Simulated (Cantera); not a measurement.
A Cantera script and what it prints.

```python
import numpy as np
import cantera as ct

gas_names = [...]  # 131 gases of nasa_gas.yaml made of C, H, O
cond_names = """
    C(gr) C6H6(L) C7H8(L) C8H18(L),n-octa H2O(s) H2O(L)
""".split()


# ... load() reads the species with a 1 bar reference pressure and builds the phases ...
atoms = {
    'C2H6': {'C': 2, 'H': 6},
    'H2O': {'H': 2, 'O': 1},
    'H2': {'H': 2},
}
top_T = {'C(gr)': 4500}  # K; cautious upper limits of use, not melting points


# ... equilibrate(T, P, feed) seeds the gas with the atoms and calls Mixture.equilibrate('TP', solver="vcs", rtol=1e-11, max_steps=5000) ...
results = []
feed = {'C2H6': 1, 'H2O': 0.41, 'H2': 2.6}  # mol
P = 2100000  # Pa
for T in [2500, 3000, 3500, 4000, 4500, 5000]:
    mix = equilibrate(T, P, feed)
    results.append((T, P, feed, dict(zip(mix.species_names, mix.species_moles))))
    x = sorted(zip(gas.X, gas.species_names), reverse=True)
    print(f"T = {T:g} K  P = {P:g} Pa  gas = {mix.phase_moles(0):.4g} mol")
    print("   x: " + "  ".join(f"{s} {v:.3e}" for v, s in x if v > 1e-05))
    print("   condensed (mol): " + ("  ".join(f"{mix.phase(i).name} {mix.phase_moles(i):.4g}"
          for i in range(1, mix.n_phases) if mix.phase_moles(i) > 1e-12) or "none"))
```

Result:

```
T = 2500 K  P = 2.1e+06 Pa  gas = 6.418 mol
   x: H2 9.178e-01  CO 6.385e-02  C2H2,acetylene 9.928e-03  H 5.256e-03  CH4 2.654e-03  CH3 2.733e-04  C2H4 1.391e-04  C4H2 4.436e-05  H2O 2.991e-05
   condensed (mol): C(gr) 1.44
T = 3000 K  P = 2.1e+06 Pa  gas = 6.513 mol
   x: H2 8.483e-01  CO 6.294e-02  C2H2,acetylene 5.277e-02  H 3.174e-02  C4H2 1.370e-03  CH4 1.179e-03  CH3 6.986e-04  C2H 3.393e-04  C2H2,vinylidene 1.664e-04  C2H4 1.571e-04  C3H3,propargyl 1.026e-04  C2H3,vinyl 6.764e-05  CH2 6.076e-05  C6H2 3.772e-05  C3H4,propyne 2.275e-05  C3 1.486e-05  C3H4,allene 1.050e-05
   condensed (mol): C(gr) 0.8404
T = 3500 K  P = 2.1e+06 Pa  gas = 6.806 mol
   x: H2 7.193e-01  H 1.093e-01  C2H2,acetylene 9.671e-02  CO 6.022e-02  C4H2 5.416e-03  C2H 4.627e-03  CH3 9.086e-04  C2H2,vinylidene 8.111e-04  C3 6.899e-04  CH4 4.341e-04  CH2 3.435e-04  C6H2 3.265e-04  C3H3,propargyl 2.559e-04  C2H3,vinyl 1.631e-04  C 1.119e-04  C2 9.765e-05  CH 9.662e-05  C2H4 8.614e-05  C5 2.892e-05  C3H4,propyne 2.099e-05  C3H4,allene 1.014e-05
   condensed (mol): none
T = 4000 K  P = 2.1e+06 Pa  gas = 7.527 mol
   x: H2 5.797e-01  H 2.648e-01  C2H2,acetylene 7.059e-02  CO 5.445e-02  C2H 1.576e-02  C3 4.315e-03  C4H2 3.544e-03  C 1.409e-03  C2H2,vinylidene 1.213e-03  C2 1.114e-03  CH2 8.091e-04  CH3 6.832e-04  CH 6.457e-04  C6H2 1.951e-04  C5 1.713e-04  C3H3,propargyl 1.592e-04  C2H3,vinyl 1.388e-04  CH4 1.254e-04  C4 6.112e-05  C2H4 2.328e-05  HCO 1.074e-05
   condensed (mol): none
T = 4500 K  P = 2.1e+06 Pa  gas = 8.858 mol
   x: H 4.727e-01  H2 3.924e-01  CO 4.625e-02  C2H2,acetylene 3.183e-02  C2H 2.606e-02  C3 1.077e-02  C 8.535e-03  C2 5.265e-03  CH 2.140e-03  CH2 1.058e-03  C4H2 1.048e-03  C2H2,vinylidene 9.421e-04  CH3 3.306e-04  C5 2.933e-04  C4 1.823e-04  C2H3,vinyl 6.272e-05  C3H3,propargyl 4.778e-05  C6H2 3.863e-05  CH4 2.663e-05  C2O 1.769e-05  HCO 1.254e-05
   condensed (mol): none
T = 5000 K  P = 2.1e+06 Pa  gas = 10.56 mol
   x: H 6.565e-01  H2 2.188e-01  CO 3.878e-02  C 2.852e-02  C2H 2.123e-02  C2 1.139e-02  C3 1.108e-02  C2H2,acetylene 8.081e-03  CH 3.856e-03  CH2 7.855e-04  C2H2,vinylidene 3.650e-04  C4 1.719e-04  C5 1.394e-04  C4H2 1.185e-04  CH3 9.709e-05  C2O 2.205e-05  C2H3,vinyl 1.383e-05  HCO 1.186e-05
   condensed (mol): none
```

Equilibrium computed with Cantera from the NASA thermochemical tables; the gas is ideal and each condensed phase is pure.
